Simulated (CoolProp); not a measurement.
R21 along the isotherm 473 K: Z from the reference equation and from simpler models built on Tc = 452.7 K, pc = 5.289 MPa, ω = 0.206; each cubic takes its own stable root.

Values from CoolProp's reference Helmholtz-energy equation of state, Platzer 1990. This equation is an older, rougher fit; its heat capacities, sound speeds and derivatives of the liquid may be far off and weren't checked against measurements.

```tsv
p (MPa)	phase	reference	van der Waals	Redlich-Kwong	Soave-Redlich-Kwong	Peng-Robinson
0.793	gas	0.9553	0.9586	?	?	0.9492
1.59	gas	0.9067	0.9138	0.9044	0.9063	0.8957
2.38	gas	0.8542	0.8654	0.8519	0.8551	0.8396
3.17	gas	?	0.8115	0.7948	0.7996	0.7796
3.97	gas	0.7296	0.7489	0.7303	0.7375	0.7134
4.76	gas	?	0.6741	0.6567	?	0.6403
5.55	supercritical	0.5609	0.5724	0.5660	0.5842	0.5549
6.35	supercritical	0.4421	0.4010	0.4397	0.4765	0.4486
7.14	supercritical	0.3346	0.3643	?	0.3813	?
7.93	supercritical	0.3037	0.3730	?	0.3573	0.3294
```

Problem. Some entries are withheld; supply them.

Solution. 
- 0.793, Redlich-Kwong: 0.9538
- 0.793, Soave-Redlich-Kwong: 0.9546
- 3.17, reference: 0.7960
- 4.76, reference: 0.6534
- 4.76, Soave-Redlich-Kwong: 0.6676
- 7.14, Redlich-Kwong: 0.3511
- 7.14, Peng-Robinson: 0.3557
- 7.93, Redlich-Kwong: 0.3394
